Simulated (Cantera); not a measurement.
Cantera run, input and output.

```python
import numpy as np
import cantera as ct

gas = ct.Solution("gri30.yaml")
gas.TPX = 575, 310000, {'CH4': 1, 'C2H6': 0.15, 'C3H8': 0.21, 'O2': 2.1, 'N2': 7.91}
inlet = ct.Reservoir(gas, clone=True)
gas.equilibrate("HP")  # start burning
reactor = ct.IdealGasConstPressureReactor(gas, energy="on", clone=False)
exhaust = ct.Reservoir(gas, clone=True)
tau = [0.027, 0.014, 0.0075, 0.0039, 0.0021, 0.0011, 0.00058, 0.0003, 0.00016, 8.4e-05, 4.4e-05, 2.3e-05][0]
for a, b in ((inlet, reactor), (reactor, exhaust)):
    ct.MassFlowController(a, b, mdot=lambda t: reactor.mass / tau)
net = ct.ReactorNet([reactor])
show = ['CH4', 'C2H6', 'C3H8', 'H2', 'CH3', 'CO2']

rows = []
print(f"{'tau/s':>10s}{'T/K':>9s}" + "".join(f"{s:>11s}" for s in show))
for tau in [0.027, 0.014, 0.0075, 0.0039, 0.0021, 0.0011, 0.00058, 0.0003, 0.00016, 8.4e-05, 4.4e-05, 2.3e-05]:
    net.initial_time = 0.0
    net.advance(30 * tau)
    before = gas.X
    net.advance(40 * tau)
    drift = np.max(np.abs(gas.X - before) / (gas.X + 1e-9))
    rows.append([gas.T, *gas[show].X, drift])
    print(f"{tau:10.3e}{gas.T:9.1f}" + "".join(f"{x:11.3e}" for x in gas[show].X))
```

Result:

```
     tau/s      T/K        CH4       C2H6       C3H8         H2        CH3        CO2
 2.700e-02   2004.0  3.175e-03  2.335e-06  5.177e-07  9.482e-02  2.495e-04  3.488e-02
 1.400e-02   2006.6  3.959e-03  4.371e-06  9.557e-07  9.020e-02  3.524e-04  3.555e-02
 7.500e-03   2007.1  4.723e-03  7.747e-06  1.713e-06  8.575e-02  4.790e-04  3.604e-02
 3.900e-03   2004.3  5.539e-03  1.398e-05  3.173e-06  8.129e-02  6.487e-04  3.624e-02
 2.100e-03   1996.6  6.359e-03  2.460e-05  5.756e-06  7.737e-02  8.515e-04  3.597e-02
 1.100e-03   1980.6  7.383e-03  4.588e-05  1.102e-05  7.355e-02  1.116e-03  3.499e-02
 5.800e-04   1950.0  8.882e-03  9.269e-05  2.245e-05  6.978e-02  1.437e-03  3.292e-02
 3.000e-04   1874.4  1.242e-02  2.597e-04  6.076e-05  6.500e-02  1.791e-03  2.813e-02
 1.600e-04    575.0  8.795e-02  1.319e-02  1.847e-02  6.880e-17  5.047e-18  2.508e-17
 8.400e-05    575.0  8.795e-02  1.319e-02  1.847e-02  1.558e-19  2.618e-18  5.681e-20
 4.400e-05    575.0  8.795e-02  1.319e-02  1.847e-02  3.063e-21  1.383e-18  1.116e-21
 2.300e-05    575.0  8.795e-02  1.319e-02  1.847e-02  1.146e-22  7.326e-19  4.177e-23
```

Detailed kinetics in Cantera: GRI-Mech 3.0 (53 species, 325 reactions). GRI-Mech 3.0 was tuned for natural gas; its chemistry of propane as a main component is partial and can be far from experiment.
